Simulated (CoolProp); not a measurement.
The fluid at 293.15 K and 0.371 MPa flows at 4.1 m/s in a round tube of 50 mm bore and 1.5 µm roughness, fully developed (64/Re and Nu = 3.66 if laminar; Colebrook and Gnielinski if turbulent). The same conditions are run with several fluids, on thermodynamics alone (safety and materials aside).

Values from CoolProp's reference Helmholtz-energy equation of state of each fluid (methane: Setzmann 1991; propylene: Lemmon 2013; CF4 (R14): Platzer 1990; R125: Lemmon 2005; R407C: Lemmon 2003). The equations of Platzer and Polt are older, rougher fits. Blends and air are pseudo-pure fits.

**Question.** Rank methane, propylene, CF4 (R14), R125, R407C by Reynolds number, highest first.

**Answer.** R125 (313000), R407C (239000), propylene (166000), CF4 (R14) (163000), methane (45500)

```json
[
 {"fluid": "methane", "Darcy friction factor": "0.0214", "pressure drop (Pa/m)": "8.86", "heat-transfer coefficient (W/(m² K))": "67.3", "mass flow (kg/h)": "71.3"},
 {"fluid": "propylene", "Darcy friction factor": "0.0164", "pressure drop (Pa/m)": "18.8", "heat-transfer coefficient (W/(m² K))": "99.0", "mass flow (kg/h)": "197"},
 {"fluid": "CF4 (R14)", "Darcy friction factor": "0.0165", "pressure drop (Pa/m)": "37.7", "heat-transfer coefficient (W/(m² K))": "88.0", "mass flow (kg/h)": "394"},
 {"fluid": "R125", "Darcy friction factor": "0.0147", "pressure drop (Pa/m)": "48.0", "heat-transfer coefficient (W/(m² K))": "132", "mass flow (kg/h)": "564"},
 {"fluid": "R407C", "Darcy friction factor": "0.0154", "pressure drop (Pa/m)": "36.3", "heat-transfer coefficient (W/(m² K))": "106", "mass flow (kg/h)": "407"}
]
```

Transport values come from each fluid's own correlations; those of propylene, CF4 (R14) are estimates that may be off by 10 % or more.
